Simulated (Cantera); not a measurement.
**Thermodynamics of silicon epitaxy and polysilicon growth, feed Si2Cl6 + Cl2 + H2**

Feed: 1 mol Si2Cl6, 0.021 mol Cl2, 360 mol H2, at 6000 Pa.

Cantera equilibrium calculation (NASA polynomials, part measured and part estimated; ideal gas, pure solids and liquids). Candidate condensed phases: Si; 19 gas species. The feed counts by its element totals alone. The tables' values for SiCl3, SiCl are old estimates; treat these amounts as uncertain. Gases not in the tables: Si2H6 and higher silanes. Equilibrium is a limit: real reactors are often held back by kinetics, nucleation or transport.

| T (°C) | x H2 | x HCl | x SiCl4 | x SiHCl3 | x H | n Si(s) | n Si(l) |
|---|---|---|---|---|---|---|---|
| 700 | 0.990 | 0.00668 | 0.00146 | 0.00121 | 4.39e-9 | 0.946 | 0 |
| 800 | 0.987 | 0.0118 | 0.000553 | 0.000567 | 5.68e-8 | 1.43 | 0 |
| 900 | 0.985 | 0.0146 | 9.03e-5 | 0.000142 | 4.78e-7 | 1.70 | 0 |
| 1000 | 0.984 | 0.0152 | 1.11e-5 | 2.87e-5 | 2.89e-6 | 1.75 | 0 |
| 1100 | 0.984 | 0.0152 | 1.64e-6 | 6.72e-6 | 1.35e-5 | 1.74 | 0 |
| 1200 | 0.984 | 0.0151 | 3.10e-7 | 1.89e-6 | 5.12e-5 | 1.73 | 0 |
| 1300 | 0.984 | 0.0151 | 7.20e-8 | 6.24e-7 | 0.000165 | 1.71 | 0 |
| 1400 | 0.984 | 0.0150 | 1.99e-8 | 2.35e-7 | 0.000461 | 1.69 | 0 |
| 1500 | 0.983 | 0.0151 | 5.73e-9 | 8.74e-8 | 0.00115 | 0 | 1.70 |
x: gas mole fraction; n: condensed amount in mol.

From 700 °C to 1400 °C the condensed part is Si(s). At 1500 °C the condensed part is Si(l). The main Si-bearing gas is SiCl4 at 700 °C and SiCl2 at 1500 °C. The share of Si in condensed phases is highest at 1000 °C (87.5 %) and lowest at 700 °C (47.3 %).
